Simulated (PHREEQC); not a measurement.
Model water analysis in mg/kgw, 40 °C, pH 7.47, pe 8.5: Na 1750; K 21.7; Ca 20.5; Mg 518; Cl 3150; S(6) as SO4 1680; Alkalinity as HCO3 6.14; Zn 32.7; N(5) as NO3 0.865.

Cl is adjusted to close the charge balance.
Valence states are taken as typed.

The numbers come from PHREEQC with the ion-association model, wateq4f.dat.

Problem. The ionic strength comes out as 0.133 mol/kgw. What activity coefficients do MgHCO3+, SO4-2, ZnCl+, KSO4-, Zn+2 get?

Solution. MgHCO3+ 0.74, SO4-2 0.33, ZnCl+ 0.74, KSO4- 0.77, Zn+2 0.36.

This is a speciation only: nothing precipitates in the calculation. Saturation is exceeded, for instance for Zincite(c) (slow to form); the values hold only as long as no solid forms. Constants without temperature data keep their 25 °C values here.
